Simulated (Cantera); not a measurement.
Cantera run:

```python
import numpy as np
import cantera as ct

gas_names = """
    H HNO HNO2 HNO3 HO2 H2 H2O H2O2 N NH NH2 NH3 NH2OH NO NO2 NO3 N2 N2H2 N2H4 N2O O OH O2 O3 Si SiH
    SiH2 SiH3 SiH4 SiN SiO SiO2 Si2 Si2N Si3
""".split()
cond_names = """
    H2O(s) H2O(L) Si(cr) Si(L) SiO2(Lqz) SiO2(hqz) SiO2(L) Si2N2O(s) Si3N4(a)
""".split()


# ... load() reads the species with a 1 bar reference pressure and builds the phases ...
atoms = {
    'Si': {'Si': 1},
    'H2O': {'H': 2, 'O': 1},
    'N2': {'N': 2},
}
top_T = {'Si2N2O(s)': 2100, 'Si3N4(a)': 2400}  # K; cautious upper limits of use, not melting points


# ... equilibrate(T, P, feed) seeds the gas with the atoms and calls Mixture.equilibrate('TP', solver="vcs", rtol=1e-11, max_steps=5000) ...
results = []
feed = {'Si': 1, 'H2O': 0.001, 'N2': 170}  # mol
T = 2048  # K
P = 133.322  # Pa
mix = equilibrate(T, P, feed)
results.append((T, P, feed, dict(zip(mix.species_names, mix.species_moles))))
x = sorted(zip(gas.X, gas.species_names), reverse=True)
print(f"T = {T:g} K  P = {P:g} Pa  gas = {mix.phase_moles(0):.4g} mol")
print("   x: " + "  ".join(f"{s} {v:.3e}" for v, s in x if v > 0.001))
print("   condensed (mol): " + ("  ".join(f"{mix.phase(i).name} {mix.phase_moles(i):.4g}"
      for i in range(1, mix.n_phases) if mix.phase_moles(i) > 1e-12) or "none"))
```

Output:

```
T = 2048 K  P = 133.322 Pa  gas = 171 mol
   x: N2 9.942e-01  Si 5.767e-03
   condensed (mol): none
```

These are equilibrium values from Cantera (NASA tables, ideal gas, pure condensed phases), not measurements of a reactor. The tables' values for SiN are old estimates; treat these amounts as uncertain.
